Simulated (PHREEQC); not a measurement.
**Polishing slurry liquid: speciation**

Make-up at 20 °C: 13 mmol/kgw HNO3 and 8.5 mmol/kgw Fe(NO3)3. Closed to the air; pH follows from the charge balance.

Equilibrium calculation in PHREEQC: ion-association model, phreeqc.dat.

Each row changes one thing in this solution. This is a speciation only: nothing precipitates in the calculation.

```json
[
 {"case": "as made", "pH": "1.90", "ionic strength (mol/kgw)": "0.0614"},
 {"case": "diluted 10-fold with water", "pH": "…", "ionic strength (mol/kgw)": "0.00523"},
 {"case": "HNO3 left out", "pH": "2.38", "ionic strength (mol/kgw)": "0.0461"},
 {"case": "Fe(NO3)3 left out", "pH": "1.93", "ionic strength (mol/kgw)": "0.0130"},
 {"case": "temperature from 20 to 75 °C", "pH": "1.78", "ionic strength (mol/kgw)": "…"},
 {"case": "HNO3 from 0.013 to 0.065 mol/kgw", "pH": "1.27", "ionic strength (mol/kgw)": "0.115"},
 {"case": "diluted 2-fold with water", "pH": "2.16", "ionic strength (mol/kgw)": "0.0297"}
]
```

Problem. Complete the blanks.

Solution. 
- diluted 10-fold with water, pH: 2.74
- temperature from 20 to 75 °C, ionic strength (mol/kgw): 0.0536

Species that the database lacks are ignored. Some of these states are supersaturated (in Hematite (slow to form), Goethite (slow to form), for instance). Away from 25 °C the constants follow the database's enthalpies or fits; those with neither stay at their 25 °C values.
